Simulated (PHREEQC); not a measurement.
NaOH is added in steps, without added water, to 1 kg of water holding 0.11 mmol/kgw PbCl2 and 1.7 mmol/kgw KBr, at 20 °C. Oxygen alone is held at its pressure in air (log pO2 = -0.68). No CO2 enters from the air. Only these solids could form: Halite, Sylvite, Pb(OH)2.

Base run: PHREEQC, ion-association model, phreeqc.dat. Each further column changes one thing. The table gives pH.

| NaOH added (mol) | base | KBr left out | PbCl2 from 0.00011 to 0.00022 mol/kgw | no solid may form |
|---|---|---|---|---|
| 0 | 5.89 | 5.85 | 5.75 | 5.89 |
| 0.00093 | 10.99 | 11.00 | 10.83 | 10.94 |
| 0.00186 | 11.35 | 11.36 | 11.29 | 11.32 |
| 0.002325 | 11.46 | 11.46 | 11.41 | 11.43 |
| 0.003255 | 11.61 | 11.62 | 11.58 | 11.59 |
| 0.004185 | 11.73 | 11.73 | 11.70 | 11.71 |
| 0.005115 | 11.82 | 11.82 | 11.80 | 11.80 |
| 0.006045 | 11.89 | 11.89 | 11.87 | 11.88 |
| 0.006975 | 11.95 | 11.96 | 11.94 | 11.94 |
| 0.00744 | 11.98 | 11.98 | 11.97 | 11.97 |
| 0.00837 | 12.03 | 12.03 | 12.02 | 12.02 |
| 0.0093 | 12.08 | 12.08 | 12.06 | 12.07 |

The database's Pb(OH)2 solid is less soluble than what usually precipitates. In at least one series the solution becomes supersaturated in solids that the run did not let form, among them Pb(OH)2. Solids allowed in the column 'KBr left out': Halite, Pb(OH)2.
